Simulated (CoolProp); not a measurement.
Toluene at several states: fugacity coefficient from the reference equation and from simpler models built on Tc = 591.7 K, pc = 41.26 bar, ω = 0.266; each cubic takes its own stable root.

Model: reference Helmholtz-energy equation of state, Lemmon 2006, in CoolProp. It is a short technical equation, of lower accuracy than the large ones.

```
T (K)  p (bar)   phase  reference  van der Waals  Peng-Robinson
-----  -------  ------  ---------  -------------  -------------
322.2    0.904  liquid     0.1298         0.9739         0.1326
353.6     47.5  liquid   0.009765        0.08995       0.009824
410.4    0.105     gas     0.9968         0.9982         0.9972
522.3     21.1  liquid     0.6205         0.7944         0.6282
```

At some of these states van der Waals gives the other phase, because its saturation line lies elsewhere.
